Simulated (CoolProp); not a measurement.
n-butane along the isobar 6.42 MPa: fugacity coefficient from the reference equation and from simpler models built on Tc = 425.1 K, pc = 3.796 MPa, ω = 0.201; each cubic takes its own stable root.

Model: reference Helmholtz-energy equation of state, Bücker 2006, in CoolProp.

| T (K) | phase | reference | van der Waals | Redlich-Kwong | Soave-Redlich-Kwong | Peng-Robinson |
|---|---|---|---|---|---|---|
| 294.6 | liquid | 0.04079 | 0.1408 | [?] | 0.04179 | 0.04032 |
| 301.5 | liquid | [?] | 0.1552 | 0.06899 | [?] | 0.04925 |
| 308.5 | liquid | 0.06029 | 0.1706 | 0.08176 | 0.06209 | 0.05963 |
| 315.4 | liquid | 0.07200 | 0.1863 | 0.09567 | 0.07432 | 0.07124 |
| 322.3 | liquid | 0.08514 | 0.2026 | [?] | 0.08806 | 0.08428 |
| 329.2 | liquid | [?] | 0.2195 | 0.1274 | 0.1033 | 0.09878 |
| 336.1 | liquid | 0.1158 | 0.2369 | 0.1452 | 0.1202 | 0.1148 |
| 343 | liquid | 0.1334 | 0.2548 | 0.1643 | 0.1386 | 0.1323 |
| 349.9 | liquid | 0.1525 | 0.2731 | 0.1845 | 0.1586 | 0.1512 |
| 356.8 | liquid | 0.1731 | 0.2918 | 0.2058 | 0.1802 | 0.1717 |
| 363.7 | liquid | 0.1951 | 0.3109 | 0.2281 | [?] | 0.1935 |
| 370.6 | liquid | 0.2185 | [?] | 0.2514 | [?] | 0.2167 |

Problem. Some entries are withheld; supply them.

Solution. 
- 294.6, Redlich-Kwong: 0.05771
- 301.5, reference: 0.04981
- 301.5, Soave-Redlich-Kwong: 0.05117
- 322.3, Redlich-Kwong: 0.1109
- 329.2, reference: 0.09974
- 363.7, Soave-Redlich-Kwong: 0.2032
- 370.6, van der Waals: 0.3303
- 370.6, Soave-Redlich-Kwong: 0.2276
